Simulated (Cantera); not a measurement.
A perfectly stirred reactor is fed with C₂H₆ : N₂ = 1 : 55 (molar parts), at 0.987 atm; it is held at 1550 K, and followed from long to short residence time.

Computed with Cantera and GRI-Mech 3.0 (53 species, 325 reactions). GRI-Mech 3.0 stops at C3 and has no aromatics, soot or wall deposition, so with more carbon than oxygen in the feed, carbon stays in small species such as C2H2 where larger ones or solid carbon would form.

```json
[
 {"quantity": "x(C₂H₆) at τ = 6.30 s", "before": "2.98e-6", "after": "5.78e-6"},
 {"quantity": "x(C₂H₂) at τ = 6.30 s", "before": "0.0155", "after": "0.0374"},
 {"quantity": "x(H₂) at τ = 6.30 s", "before": "0.0294", "after": "0.0715"},
 {"quantity": "x(HCN) at τ = 6.30 s", "before": "4.85e-7", "after": "2.23e-7"},
 {"quantity": "x(CH₄) at τ = 6.30 s", "before": "0.00337", "after": "0.00764"},
 {"quantity": "x(C₂H₆) at τ = 20.0 ms", "before": "0.000268", "after": "0.000519"},
 {"quantity": "x(C₂H₂) at τ = 20.0 ms", "before": "0.0133", "after": "0.0322"},
 {"quantity": "x(H₂) at τ = 20.0 ms", "before": "0.0250", "after": "0.0604"},
 {"quantity": "x(HCN) at τ = 20.0 ms", "before": "3.80e-7", "after": "1.49e-7"},
 {"quantity": "x(CH₄) at τ = 20.0 ms", "before": "0.00526", "after": "0.0133"}
]
```

### Question
Which change was made?
(A) C2H6 1 to 2.6 parts
(B) pressure from 0.987 atm to 0.000316 atm
(C) N2 55 to 82 parts
(D) pressure from 0.987 atm to 0.00345 atm

### Answer
A, C2H6 1 to 2.6 parts
